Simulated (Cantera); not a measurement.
Charge: 1 mol Si, 1.1 mol Br₂, a varied amount of H₂, equilibrated at 1025 K and 22000 Pa.

Points: n(H2) (mol) = 0.74, 1.2, 2.1, 3.4, 5.7, 9.6, 16, 27, 45.

Cantera's Mixture.equilibrate('TP', solver="vcs", rtol=1e-11, max_steps=5000) on the NASA tables stopped like this:

```
.294 mol
   x: H2 8.833e-01  SiBr4 7.039e-02  HBr 3.448e-02  SiHBr3 9.028e-03  SiBr2 1.547e-03  SiBr3 7.309e-04  SiH2Br2 5.473e-04  SiH3Br 1.171e-05
   condensed (mol): Si(cr) 0.4823
T = 1025 K  P = 22000 Pa  n(H2) = 9.6 mol  gas = 10.22 mol
   x: H2 9.207e-01  SiBr4 4.044e-02  HBr 3.065e-02  SiHBr3 6.082e-03  SiBr2 1.173e-03  SiBr3 4.823e-04  SiH2Br2 4.325e-04  SiH3Br 1.085e-05
   condensed (mol): Si(cr) 0.5032
T = 1025 K  P = 22000 Pa  n(H2) = 16 mol  gas = 16.65 mol
   x: H2 9.452e-01  HBr 2.682e-02  SiBr4 2.251e-02  SiHBr3 3.971e-03  SiBr2 8.749e-04  SiH2Br2 3.312e-04  SiBr3 3.108e-04
   condensed (mol): Si(cr) 0.5337
ERROR: FAILURE its = 5001!

*******************************************************************************
CanteraError thrown by MultiPhase::equilibrate:
VCS solver failed. Return code: -1
*******************************************************************************
```

### Question
What got this run through?

### Answer
One answer among several that fit: The failure is numerical, not chemical. The same input converged with solver="gibbs", rtol=1e-10, max_steps=50000, and the result passed a check of the equilibrium conditions:
```
T = 1025 K  P = 22000 Pa  n(H2) = 0.74 mol  gas = 1.298 mol
   x: H2 5.361e-01  SiBr4 3.902e-01  HBr 4.122e-02  SiHBr3 2.541e-02  SiBr2 3.643e-03  SiBr3 2.641e-03  SiH2Br2 7.822e-04
   condensed (mol): Si(cr) 0.4514
T = 1025 K  P = 22000 Pa  n(H2) = 1.2 mol  gas = 1.762 mol
   x: H2 6.485e-01  SiBr4 2.818e-01  HBr 4.179e-02  SiHBr3 2.189e-02  SiBr2 3.096e-03  SiBr3 2.069e-03  SiH2Br2 8.041e-04  SiH3Br 1.043e-05
   condensed (mol): Si(cr) 0.4544
T = 1025 K  P = 22000 Pa  n(H2) = 2.1 mol  gas = 2.669 mol
   x: H2 7.574e-01  SiBr4 1.805e-01  HBr 4.040e-02  SiHBr3 1.694e-02  SiBr2 2.478e-03  SiBr3 1.481e-03  SiH2Br2 7.517e-04  SiH3Br 1.177e-05
   condensed (mol): Si(cr) 0.4603
T = 1025 K  P = 22000 Pa  n(H2) = 3.4 mol  gas = 3.979 mol
   x: H2 8.285e-01  SiBr4 1.170e-01  HBr 3.792e-02  SiHBr3 1.280e-02  SiBr2 1.995e-03  SiBr3 1.070e-03  SiH2Br2 6.620e-04  SiH3Br 1.208e-05
   condensed (mol): Si(cr) 0.4686
T = 1025 K  P = 22000 Pa  n(H2) = 5.7 mol  gas = 6.294 mol
   x: H2 8.833e-01  SiBr4 7.039e-02  HBr 3.448e-02  SiHBr3 9.028e-03  SiBr2 1.547e-03  SiBr3 7.309e-04  SiH2Br2 5.473e-04  SiH3Br 1.171e-05
   condensed (mol): Si(cr) 0.4823
T = 1025 K  P = 22000 Pa  n(H2) = 9.6 mol  gas = 10.22 mol
   x: H2 9.207e-01  SiBr4 4.044e-02  HBr 3.065e-02  SiHBr3 6.082e-03  SiBr2 1.173e-03  SiBr3 4.823e-04  SiH2Br2 4.325e-04  SiH3Br 1.085e-05
   condensed (mol): Si(cr) 0.5032
T = 1025 K  P = 22000 Pa  n(H2) = 16 mol  gas = 16.65 mol
   x: H2 9.452e-01  HBr 2.682e-02  SiBr4 2.251e-02  SiHBr3 3.971e-03  SiBr2 8.749e-04  SiH2Br2 3.312e-04  SiBr3 3.108e-04
   condensed (mol): Si(cr) 0.5337
T = 1025 K  P = 22000 Pa  n(H2) = 27 mol  gas = 27.7 mol
   x: H2 9.618e-01  HBr 2.297e-02  SiBr4 1.169e-02  SiHBr3 2.451e-03  SiBr2 6.306e-04  SiH2Br2 2.429e-04  SiBr3 1.902e-04
   condensed (mol): Si(cr) 0.5785
T = 1025 K  P = 22000 Pa  n(H2) = 45 mol  gas = 45.76 mol
   x: H2 9.728e-01  HBr 1.932e-02  SiBr4 5.717e-03  SiHBr3 1.441e-03  SiBr2 4.409e-04  SiH2Br2 1.718e-04  SiBr3 1.112e-04
   condensed (mol): Si(cr) 0.639
```

The gas is ideal and each condensed phase is pure. The tables' values for SiBr3 are old estimates; treat these amounts as uncertain.
